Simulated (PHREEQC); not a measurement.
**Copper plating or etch bath: an equilibrium model**

Solution (25 °C): 0.0031 mol Cu(NO3)2 and 0.0053 mol HNO3 per kg of water. Closed to the air; pH follows from the charge balance.

Model: ion-association model, wateq4f.dat, run in PHREEQC.

The pH comes out as 2.32. The ionic strength comes out as 0.0146 mol/kgw and the total alkalinity comes out as -5.30 meq/kg.

```csv
species,molality,activity,log γ
NO3-,0.0115,0.0101,-0.055
H+,0.00530,0.00477,-0.045
Cu+2,0.00310,0.00196,-0.199
CuOH+,4.64e-9,4.10e-9,-0.053
```

This is a speciation only: nothing precipitates in the calculation. Complexes and solids missing from the database can't appear.
